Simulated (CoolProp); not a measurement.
Saturated liquid density (kg/m³) of cis-2-butene: the reference equation beside estimates from Tc = 162.6 °C, pc = 4.236 MPa, ω = 0.202.

Computed with CoolProp (reference Helmholtz-energy equation of state, Lemmon 2005). It is a short technical equation, of lower accuracy than the large ones.

| T (°C) | reference | Soave-Redlich-Kwong | Peng-Robinson |
|---|---|---|---|
| 71.05 | 555.7 | 503.3 | 571.1 |
| 75.55 | 549.2 | 495.8 | 562.7 |
| 80.05 | 542.5 | 488.1 | (withheld) |
| 84.55 | 535.6 | 480.1 | 544.9 |
| 89.05 | 528.5 | 471.9 | 535.5 |
| 93.65 | 521.0 | 463.1 | 525.5 |
| 98.15 | 513.4 | 454.2 | 515.3 |
| 102.65 | 505.6 | (withheld) | (withheld) |
| 107.15 | 497.4 | 435.1 | 493.4 |
| 111.65 | 488.8 | 425.0 | 481.7 |
| 116.15 | 479.9 | 414.3 | 469.3 |
| 120.75 | 470.2 | 402.9 | 456.0 |
| 125.25 | 460.2 | 391.0 | 442.1 |
| 129.75 | 449.5 | 378.3 | 427.3 |
| 134.25 | 438.0 | 364.8 | 411.4 |

What belongs in the gaps?


- 80.05, Peng-Robinson: 553.9
- 102.65, Soave-Redlich-Kwong: 444.9
- 102.65, Peng-Robinson: 504.6

Absolute difference from the reference over all 15 rows, mean and median: Soave-Redlich-Kwong 12.4 and 12.0 %, Peng-Robinson 2.3 and 2.1 %.
